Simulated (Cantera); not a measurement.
# Hydrocarbon pyrolysis for carbon deposition

An isothermal, constant-pressure homogeneous reactor starts with 31.2 % C₂H₆, 68.8 % N₂, at 1150 K and 10.00 Torr.

Detailed kinetics in Cantera: GRI-Mech 3.0 (53 species, 325 reactions). GRI-Mech 3.0 stops at C3 and has no aromatics, soot or wall deposition, so with more carbon than oxygen in the feed, carbon stays in small species such as C2H2 where larger ones or solid carbon would form. Radical loss at walls, strong at low pressure, is not modelled.

```
t (s)       x C₂H₆       x H     x CH₃     x CH₄     x C₂H      x H₂
--------  --------  --------  --------  --------  --------  --------
8.00e-6      0.312  1.68e-11   1.99e-7  4.66e-10    <1e-12  8.75e-12
5.04e-5      0.312  2.69e-10   1.24e-6   1.83e-8    <1e-12  5.68e-10
0.000318     0.312   1.19e-8   7.22e-6   6.93e-7    <1e-12   1.53e-7
0.00201      0.312   3.60e-7   2.93e-5   2.05e-5    <1e-12   3.20e-5
0.0126       0.309   3.07e-6   8.77e-5  0.000379    <1e-12   0.00246
0.0798       0.262   4.70e-6  0.000136   0.00577  5.00e-12    0.0335
0.503       0.0835   6.74e-6   8.38e-5    0.0334  3.54e-11     0.150
3.17       0.00112   2.24e-6   9.16e-6    0.0493  4.15e-11     0.223
20.0      0.000117   8.33e-7   2.96e-6    0.0481  2.56e-11     0.249
```
x: mole fraction; the columns are a selection and need not sum to one.

Equilibrium at this temperature and pressure: C₂H₆ 1.33e-5, H 3.47e-7, CH₃ 1.88e-6, CH₄ 0.0824, C₂H 1.59e-11, H₂ 0.285 (gas phase only).
